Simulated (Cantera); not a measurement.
A closed system holds: 1 mol Fe, 19 mol H2O, 19 mol CO, at 1000 K and 1 atm.

Equilibrium computed with Cantera from the NASA thermochemical tables; the gas is ideal and each condensed phase is pure. Candidate condensed phases: C, C6H6, C7H8, C8H18, Fe, Fe(CO)5, FeO, Fe(OH)2, Fe(OH)3, Fe2O3, Fe3O4, H2O; 114 gas species. The tables' stoichiometric FeO is somewhat more stable than real wüstite, so its field is too wide. FeO: taken at fixed stoichiometry. The numbers say what is thermodynamically allowed, not how fast it happens.

Base state: H2 0.284, CO2 0.260, CO 0.240, H2O 0.215, CH4 0.000987 (mole fractions); condensed: FeO(s).

Task: What changes in the equilibrium state with this change: temperature from 1000 K to 1975 K?

Result: 
```
species        before     after
-----------  --------  --------
CO              0.240     0.352
H2O             0.215     0.326
H2              0.284     0.173
CO2             0.260     0.147
Fe(OH)2       2.42e-9  0.000115
CH4          0.000987     <1e-9
H             1.20e-9  0.000566
OH              <1e-9  0.000101
Fe              <1e-9   6.74e-5
FeO(s), mol      1.00         0
FeO(l), mol         0     0.993
```
